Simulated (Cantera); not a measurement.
Input (Python, Cantera) and output of one run.

```python
import numpy as np
import cantera as ct

gas_names = """
    AL ALC ALH ALN ALO ALOH ALO2 ALO2H AL2 AL2O AL2O2 C CH CH2 CH3 CH2OH CH3O CH4 CH3OH CN CO CO2 COOH
    C2 C2H CHCO,ketyl C2H2,acetylene C2H2,vinylidene CH2CO,ketene C2H3,vinyl CH3CN CH3CO,acetyl C2H4
    C2H4O,ethylen CH3CHO,ethanal CH3COOH (HCOOH)2 C2H5 C2H6 CH3OCH3 C2H5OH CCN CNC C2N2 C2O C3
    C3H3,propargyl C3H4,allene C3H4,propyne C3H4,cyclo- C3H5,allyl C3H6,propylene C3H6,cyclo- C3H6O
    C3H7,n-propyl C3H7,i-propyl C3H8 C3H8O,1propanol C3H8O,2propanol C3O2 C4 C4H2 C4H4,1,3-cyclo-
    C4H6,butadiene C4H6,2-butyne C4H6,cyclo- C4H8,1-butene C4H8,cis2-buten C4H8,tr2-butene
    C4H8,isobutene C4H8,cyclo- (CH3COOH)2 C4H9,n-butyl C4H9,i-butyl C4H9,s-butyl C4H9,t-butyl
    C4H10,isobutane C4H10,n-butane C4N2 C5 C5H6,1,3cyclo- C5H8,cyclo- C5H10,1-pentene C5H10,cyclo-
    C5H11,pentyl C5H11,t-pentyl C5H12,n-pentane C5H12,i-pentane CH3C(CH3)2CH3 C6H2 C6H5,phenyl
    C6H5O,phenoxy C6H6 C6H5OH,phenol C6H10,cyclo- C6H12,1-hexene C6H12,cyclo- C6H13,n-hexyl C7H7,benzyl
    C7H8 C7H8O,cresol C7H14,1-heptene C7H15,n-heptyl C7H16,n-heptane C8H8,styrene C8H10,ethylbenz
    C8H16,1-octene C8H17,n-octyl C8H18,isooctane C8H18,n-octane C9H19,n-nonyl C10H8,naphthale
    C10H21,n-decyl C12H9,o-bipheny C12H10,bipheny H HALO HCN HCO HCCN HNC HNCO HNO HNO2 HNO3 HO2 H2
    HCHO,formaldehy HCOOH H2O H2O2 N NCO NH NH2 NH3 NH2OH NO NO2 NO3 N2 N2H2 N2H4 N2O O OH O2 O3
""".split()
cond_names = """
    AL(cr) AL(L) ALN(s) AL2O3(a) AL2O3(L) C(gr) C6H6(L) C7H8(L) C8H18(L),n-octa H2O(s) H2O(L)
""".split()


def load(file, names, dense=False):
    # The tables refer to 1 bar. Condensed volumes are neglected.
    table = {s.name: s for s in ct.Species.list_from_file(file)}
    out = []
    for n in names:
        d = dict(table[n].input_data)
        d["thermo"] = dict(d["thermo"], **{"reference-pressure": 1e5})
        if dense:
            d["equation-of-state"] = {"model": "constant-volume", "density": "1e6 g/cm^3"}
        out.append(ct.Species.from_dict(d))
    return out


gas = ct.Solution(thermo="ideal-gas", species=load("nasa_gas.yaml", gas_names))
cond = {s.name: ct.Solution(thermo="fixed-stoichiometry", species=[s], name=s.name)
        for s in load("nasa_condensed.yaml", cond_names, dense=True)}
atoms = {
    'Al(CH3)3': {'AL': 1, 'C': 3, 'H': 9},
    'NH3': {'N': 1, 'H': 3},
    'H2': {'H': 2},
    'N2O': {'N': 2, 'O': 1},
}
top_T = {'ALN(s)': 2750, 'C(gr)': 4500}  # K; cautious upper limits of use, not melting points


def equilibrate(T, P, feed):
    n = {}
    for name, mol in feed.items():
        for a, k in atoms[name].items():
            n[a] = n.get(a, 0.0) + k * mol
    gas.TPX = T, P, n
    mass = sum(n.values()) * gas.mean_molecular_weight
    gas.equilibrate("TP")
    valid = [c for c in cond.values() if c.min_temp <= T <= top_T.get(c.name, c.max_temp)]
    mix = ct.Mixture([(gas, mass / gas.mean_molecular_weight)] + [(c, 0.0) for c in valid])
    mix.T, mix.P = T, P
    mix.equilibrate("TP", solver="vcs", rtol=1e-11, max_steps=5000)
    return mix


results = []
T = 948  # K
P = 370  # Pa
for m in [2.7, 3.8, 4.9, 6, 7, 8.1, 9.2, 10, 11, 12, 13]:
    feed = {'Al(CH3)3': 1, 'NH3': 53, 'H2': 46, 'N2O': m}  # mol
    mix = equilibrate(T, P, feed)
    results.append((T, P, feed, dict(zip(mix.species_names, mix.species_moles))))
    x = sorted(zip(gas.X, gas.species_names), reverse=True)
    print(f"T = {T:g} K  P = {P:g} Pa  n(N2O) = {m:g} mol  gas = {mix.phase_moles(0):.4g} mol")
    print("   x: " + "  ".join(f"{s} {v:.3e}" for v, s in x if v > 0.001))
    print("   condensed (mol): " + ("  ".join(f"{mix.phase(i).name} {mix.phase_moles(i):.4g}"
          for i in range(1, mix.n_phases) if mix.phase_moles(i) > 1e-12) or "none"))
```

Result:

```
T = 948 K  P = 370 Pa  n(N2O) = 2.7 mol  gas = 160.3 mol
   x: H2 8.100e-01  N2 1.821e-01  CO 7.462e-03
   condensed (mol): AL2O3(a) 0.5  C(gr) 1.737
T = 948 K  P = 370 Pa  n(N2O) = 3.8 mol  gas = 162.5 mol
   x: H2 7.990e-01  N2 1.864e-01  CO 1.411e-02
   condensed (mol): AL2O3(a) 0.5  C(gr) 0.6407
T = 948 K  P = 370 Pa  n(N2O) = 4.9 mol  gas = 164.4 mol
   x: H2 7.884e-01  N2 1.910e-01  CO 1.814e-02  H2O 2.344e-03
   condensed (mol): AL2O3(a) 0.5
T = 948 K  P = 370 Pa  n(N2O) = 6 mol  gas = 165.5 mol
   x: H2 7.768e-01  N2 1.964e-01  CO 1.776e-02  H2O 8.706e-03
   condensed (mol): AL2O3(a) 0.5
T = 948 K  P = 370 Pa  n(N2O) = 7 mol  gas = 166.5 mol
   x: H2 7.664e-01  N2 2.012e-01  CO 1.742e-02  H2O 1.442e-02
   condensed (mol): AL2O3(a) 0.5
T = 948 K  P = 370 Pa  n(N2O) = 8.1 mol  gas = 167.6 mol
   x: H2 7.550e-01  N2 2.064e-01  H2O 2.064e-02  CO 1.706e-02
   condensed (mol): AL2O3(a) 0.5
T = 948 K  P = 370 Pa  n(N2O) = 9.2 mol  gas = 168.7 mol
   x: H2 7.438e-01  N2 2.116e-01  H2O 2.677e-02  CO 1.670e-02  CO2 1.087e-03
   condensed (mol): AL2O3(a) 0.5
T = 948 K  P = 370 Pa  n(N2O) = 10 mol  gas = 169.5 mol
   x: H2 7.358e-01  N2 2.153e-01  H2O 3.119e-02  CO 1.644e-02  CO2 1.260e-03
   condensed (mol): AL2O3(a) 0.5
T = 948 K  P = 370 Pa  n(N2O) = 11 mol  gas = 170.5 mol
   x: H2 7.258e-01  N2 2.199e-01  H2O 3.665e-02  CO 1.612e-02  CO2 1.472e-03
   condensed (mol): AL2O3(a) 0.5
T = 948 K  P = 370 Pa  n(N2O) = 12 mol  gas = 171.5 mol
   x: H2 7.160e-01  N2 2.245e-01  H2O 4.205e-02  CO 1.581e-02  CO2 1.680e-03
   condensed (mol): AL2O3(a) 0.5
T = 948 K  P = 370 Pa  n(N2O) = 13 mol  gas = 172.5 mol
   x: H2 7.062e-01  N2 2.290e-01  H2O 4.739e-02  CO 1.551e-02  CO2 1.882e-03
   condensed (mol): AL2O3(a) 0.5
```

Method: chemical equilibrium by Gibbs-energy minimisation in Cantera with the NASA 1993 tables (ideal gas, pure condensed phases). The feed counts by its element totals alone.
